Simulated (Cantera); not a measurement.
A closed system holds: 1 mol CuO, 0.34 mol CH4, 3.7 mol N2, equilibrated at 2002 °C and 21.0 Torr.

These are equilibrium values from Cantera (NASA tables, ideal gas, pure condensed phases), not measurements of a reactor. Candidate condensed phases: C, C6H6, C7H8, C8H18, Cu, CuO, Cu(OH)2, Cu2O, H2O; 139 gas species. The numbers say what is thermodynamically allowed, not how fast it happens.

Base state: N2 0.641, Cu 0.173, H2O 0.0847, CO 0.0376, H2 0.0269, CO2 0.0214, H 0.00833, OH 0.00408 (mole fractions); condensed: gas only.

Problem. What changes in the equilibrium state with this change: CH4 from 0.34 to 0.62 mol?

Solution. 
| species | before | after |
|---|---|---|
| N2 | 0.641 | 0.559 |
| Cu | 0.173 | 0.151 |
| H2 | 0.0269 | 0.128 |
| CO | 0.0376 | 0.0874 |
| CO2 | 0.0214 | 0.00617 |
| H | 0.00833 | 0.0181 |
| H2O | 0.0847 | 0.0498 |
| O2 | 0.00114 | 1.75e-5 |
| CuO | 8.24e-5 | 8.91e-6 |
